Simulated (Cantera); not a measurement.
An adiabatic, constant-pressure homogeneous reactor starts with H₂ : O₂ : N₂ = 1 : 0.357 : 2.57 (molar parts), at 1000 K and 0.550 bar.

Computed with Cantera and the H2/O2 subset of GRI-Mech 3.0, which has no nitrogen chemistry.

Question: Predict: time of steepest temperature rise; temperature at 0.600 s; equilibrium temperature; x(H₂) at 0.600 s; x(O₂) at 0.600 s; x(H₂O₂) at 0.600 s; x(H₂O) at 0.600 s; x(OH) at 0.600 s; x(H) at 0.600 s; x(HO₂) at 0.600 s.

Answer: 
| Quantity | Result |
|---|---|
| time of steepest temperature rise | 0.546 ms |
| temperature at 0.600 s | 2289 K |
| equilibrium temperature | 2289 K |
| x(H₂) at 0.600 s | 0.0790 (gas-phase equilibrium 0.0790) |
| x(O₂) at 0.600 s | 4.39e-5 (gas-phase equilibrium 4.39e-5) |
| x(H₂O₂) at 0.600 s | 4.18e-9 (gas-phase equilibrium 4.18e-9) |
| x(H₂O) at 0.600 s | 0.198 (gas-phase equilibrium 0.198) |
| x(OH) at 0.600 s | 0.00139 (gas-phase equilibrium 0.00139) |
| x(H) at 0.600 s | 0.00349 (gas-phase equilibrium 0.00349) |
| x(HO₂) at 0.600 s | 1.66e-8 (gas-phase equilibrium 1.66e-8) |
